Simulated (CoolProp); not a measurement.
Vapour-liquid equilibrium of carbon dioxide (1) + R22 (2) at 252.9 K; x and y are mole fractions of (1).

Computed with CoolProp (multi-fluid Helmholtz-energy mixture model, Span 1996 and Kamei 1995; pair parameters Bell 2016).

```
x     bubble pressure (MPa)  y at the bubble point  dew pressure at overall composition x (MPa)  liquid density (mol/L)
----  ---------------------  ---------------------  -------------------------------------------  ----------------------
0.05                 0.3043                  0.229                                       0.2542                   15.89
0.2                  0.5134                  0.599                                       0.2949                   16.85
0.35                 0.7513                  0.768                                       0.3511                   17.88
0.5                   1.008                  0.861                                       0.4337                   19.01
0.65                  1.277                  0.919                                       0.5676                   20.23
0.8                   1.556                  0.959                                       0.8235                   21.55
0.95                  1.851                  0.991                                        1.485                   22.97
```

No azeotrope shows between x = 0.05 and 0.95.

Pair parameters are fitted to limited data, so mixtures are less certain than the pure fluids.
